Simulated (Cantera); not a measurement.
An adiabatic, constant-volume homogeneous reactor starts with CH4 : CO : O2 : N2 = 1 : 0.063 : 1.35 : 5.09 (molar parts), equivalence ratio 1.5, at 1323 K and 1.00 bar. Integrator tolerance rtol = 1e-08.

Model: GRI-Mech 3.0 (53 species, 325 reactions), integrated in Cantera.

```csv
quantity,before,after
time of steepest temperature rise,10.7 ms,5.87 ms
temperature at 3.00 s,2849 K,2900 K
equilibrium temperature,2849 K,2900 K
x(CH4) at 3.00 s,1.12e-12 (gas-phase equilibrium 1.32e-12),4.28e-12 (gas-phase equilibrium 4.98e-12)
x(CO) at 3.00 s,0.0976 (gas-phase equilibrium 0.0976),0.0977 (gas-phase equilibrium 0.0977)
x(O2) at 3.00 s,0.00142 (gas-phase equilibrium 0.00142),0.00102 (gas-phase equilibrium 0.00102)
x(CH2) at 3.00 s,2.06e-12 (gas-phase equilibrium 2.17e-12),5.10e-12 (gas-phase equilibrium 5.41e-12)
x(H2O) at 3.00 s,0.156 (gas-phase equilibrium 0.156),0.159 (gas-phase equilibrium 0.159)
x(CH3) at 3.00 s,4.37e-12 (gas-phase equilibrium 5.14e-12),1.34e-11 (gas-phase equilibrium 1.56e-11)
```

Task: What was changed between the two runs?
A) constant pressure in place of constant volume
B) pressure from 1.00 bar to 2.10 bar
C) initial temperature 1323 to 1050 K
D) CH4 1 to 2.5 parts

Result: B, pressure from 1.00 bar to 2.10 bar
